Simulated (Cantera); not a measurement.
# NO annealing gas

A perfectly stirred reactor is fed with NO : N2 = 1 : 0.38 (molar parts), at 1.00 bar; it is held at 1523 K, and followed from long to short residence time.

Detailed kinetics in Cantera: GRI-Mech 3.0 (53 species, 325 reactions).

```tsv
τ (s)	x NO	x N2O	x O	x O2	x N2
25	0.541	9.90e-5	1.71e-6	0.0903	0.367
4.9	0.670	0.000152	9.88e-7	0.0265	0.303
0.97	0.712	0.000169	5.66e-7	0.00562	0.281
0.19	0.722	0.000156	3.82e-7	0.000906	0.277
0.037	0.724	0.000103	2.26e-7	6.54e-5	0.276
0.0073	0.725	3.74e-5	8.73e-8	1.19e-6	0.275
0.0014	0.725	8.62e-6	4.97e-8	2.57e-8	0.275
0.00028	0.725	1.79e-6	4.22e-8	1.34e-9	0.275
```
x: mole fraction; the columns are a selection and need not sum to one.
